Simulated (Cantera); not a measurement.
Feed: 1 mol PbO, 0.67 mol CO, 0.22 mol H2, equilibrated at 93.0 Pa.

Cantera equilibrium calculation (NASA polynomials, part measured and part estimated; ideal gas, pure solids and liquids). Candidate condensed phases: C, C6H6, C7H8, C8H18, H2O, Pb, PbO, PbO2, Pb3O4; 113 gas species. Each liquid is taken as pure. Mutual solubility and eutectic melting of coexisting phases are not modelled. Rates play no part.

Task: Which condensed phases are stable at each of these points (T (K)): 875, 925, 975, 1025, 1075, 1125, 1175, 1225, 1275?

Result: 
```json
[
 {"T (K)": "875", "condensed phases": "Pb(l) + PbO(yellow)", "Pb condensed (%)": "99.9"},
 {"T (K)": "925", "condensed phases": "Pb(l) + PbO(yellow)", "Pb condensed (%)": "99.7"},
 {"T (K)": "975", "condensed phases": "Pb(l) + PbO(yellow)", "Pb condensed (%)": "99.1"},
 {"T (K)": "1025", "condensed phases": "Pb(l) + PbO(yellow)", "Pb condensed (%)": "97.2"},
 {"T (K)": "1075", "condensed phases": "Pb(l) + PbO(yellow)", "Pb condensed (%)": "91.7"},
 {"T (K)": "1125", "condensed phases": "Pb(l) + PbO(yellow)", "Pb condensed (%)": "75.4"},
 {"T (K)": "1175", "condensed phases": "Pb(l) + PbO(l)", "Pb condensed (%)": "6.8"},
 {"T (K)": "1225", "condensed phases": "gas only", "Pb condensed (%)": "0.0"},
 {"T (K)": "1275", "condensed phases": "gas only", "Pb condensed (%)": "0.0"}
]
```

From 875 K to 1125 K the condensed part is Pb(l) + PbO(yellow). At 1175 K the condensed part is Pb(l) + PbO(l). From 1225 K to 1275 K nothing is condensed.
